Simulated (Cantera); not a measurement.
Feed: 1 mol Ta(OEt)5, 0.57 mol CH4, 2 mol H2, 0.066 mol O2, at 823.15 K and 0.230 bar.

Method: chemical equilibrium by Gibbs-energy minimisation in Cantera with the NASA 1993 tables (ideal gas, pure condensed phases). The feed counts by its element totals alone. Rates play no part.

| species | before | after |
|---|---|---|
| H2 | 0.729 | 0.751 |
| CO | 0.0427 | 0.247 |
| CH4 | 0.114 | 0.00122 |
| H2O | 0.0944 | 0.000507 |
| CO2 | 0.0199 | 0.000101 |
| C(graphite), mol | 7.95 | 4.43 |
| Ta2O5(s), mol | 0.500 | 0 |
| TaC(s), mol | 0 | 1.00 |
Gas species are given as mole fractions.

Question: Name the change that produced these shifts.
(A) temperature from 823.15 K to 2175 K
(B) temperature from 823.15 K to 1273.15 K
(C) H2 from 2 to 55 mol
(D) pressure from 0.230 bar to 1.30 mbar

Answer: B, temperature from 823.15 K to 1273.15 K. TaC: taken at fixed stoichiometry. Condensed phases not in the tables: Ta2C
